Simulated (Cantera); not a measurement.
Charge: 1 mol Si2Cl6, 1.6 mol N2, 0.24 mol NH3, equilibrated at 875 °C and 1000 Pa.

These are equilibrium values from Cantera (NASA tables, ideal gas, pure condensed phases), not measurements of a reactor. Candidate condensed phases: NH4Cl, Si, Si3N4; 28 gas species. The feed counts by its element totals alone. The tables' values for SiCl3 are old estimates; treat these amounts as uncertain. Rates play no part.

Base state: SiCl4 0.402, N2 0.389, HCl 0.187, H2 0.0149, SiCl3 0.00480, SiHCl3 0.000645, SiCl2 0.000632 (mole fractions); condensed: Si3N4(s).

Problem. What changes in the equilibrium state with this change: NH3 from 0.24 to 0.18 mol?

Solution. 
```csv
species,before,after
SiCl4,0.402,0.430
N2,0.389,0.403
HCl,0.187,0.151
H2,0.0149,0.00929
SiHCl3,0.000645,0.000531
SiCl3,0.00480,0.00502
"Si3N4(s), mol",0.216,0.205
```
